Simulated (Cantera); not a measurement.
# Thermodynamics of carbothermic reduction, feed CuO + CH₄ + N₂

Input: 1 mol CuO, 0.34 mol CH₄, 0.32 mol N₂, held at 0.0133 bar.

Equilibrium computed with Cantera from the NASA thermochemical tables; the gas is ideal and each condensed phase is pure. Candidate condensed phases: C, C₆H₆, C₇H₈, C₈H₁₈, Cu, CuO, Cu(OH)₂, Cu₂O, H₂O; 139 gas species. Rates play no part.

```csv
T (K),log p Cu,log p H₂O,log p N₂,log p H₂,log p CO₂,log p CO,log p H,log p OH,log p O,log p O₂,n Cu(s),n Cu(l)
923,-12.26,-2.39,-2.50,-2.56,-2.60,-3.07,-10.89,-13.66,<-13,<-13,1.00,0
1073,-9.62,-2.36,-2.50,-2.61,-2.65,-2.94,-9.16,-11.34,<-13,<-13,1.00,0
1223,-7.64,-2.34,-2.50,-2.66,-2.70,-2.86,-7.85,-9.58,<-13,<-13,1.000,0
1373,-6.10,-2.32,-2.50,-2.70,-2.74,-2.80,-6.83,-8.20,-12.36,-12.31,0,1.000
1523,-4.92,-2.31,-2.50,-2.73,-2.78,-2.77,-6.00,-7.09,-10.43,-10.35,0,0.999
1673,-3.95,-2.30,-2.50,-2.76,-2.81,-2.74,-5.32,-6.19,-8.84,-8.74,0,0.989
1823,-3.15,-2.32,-2.52,-2.80,-2.85,-2.74,-4.76,-5.44,-7.52,-7.39,0,0.925
1973,-2.48,-2.42,-2.62,-2.92,-2.98,-2.83,-4.33,-4.85,-6.39,-6.24,0,0.547
2123,-2.25,-2.54,-2.74,-3.06,-3.11,-2.94,-3.98,-4.36,-5.42,-5.27,0,0
2273,-2.25,-2.56,-2.75,-3.07,-3.15,-2.92,-3.61,-3.91,-4.61,-4.48,0,0
2423,-2.27,-2.62,-2.76,-3.04,-3.25,-2.89,-3.27,-3.57,-3.98,-3.94,0,0
2573,-2.29,-2.75,-2.79,-3.01,-3.42,-2.87,-2.97,-3.36,-3.51,-3.64,0,0
```
log p: log10 of the partial pressure in bar; n: condensed amount in mol.

From 923 K to 1223 K the condensed part is Cu(s). From 1373 K to 1973 K the condensed part is Cu(l). From 2123 K to 2573 K nothing is condensed.
